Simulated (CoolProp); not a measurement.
The fluid at 294.89 K and 0.63 MPa is compressed adiabatically to 4.99 MPa with isentropic efficiency 0.75. The same conditions are run with several fluids, on thermodynamics alone (safety and materials aside).

Model: reference Helmholtz-energy equation of state of each fluid (C3F8 (R218): Lemmon 2006; sulfur hexafluoride: Guder 2009; nitrous oxide: Lemmon 2006; carbon dioxide: Span 1996), in CoolProp.

**Question.** Rank C3F8 (R218), sulfur hexafluoride, nitrous oxide, carbon dioxide by work (kJ/kg), highest first.

**Answer.** carbon dioxide (186), nitrous oxide (184), sulfur hexafluoride (42.5), C3F8 (R218) (22.7)

| fluid | final temperature (K) | final phase | final density (kg/m³) |
|---|---|---|---|
| C3F8 (R218) | 374.5 | supercritical | 760 |
| sulfur hexafluoride | 380.1 | supercritical | 316 |
| nitrous oxide | 497.9 | gas | 55.4 |
| carbon dioxide | 504.2 | gas | 54.2 |
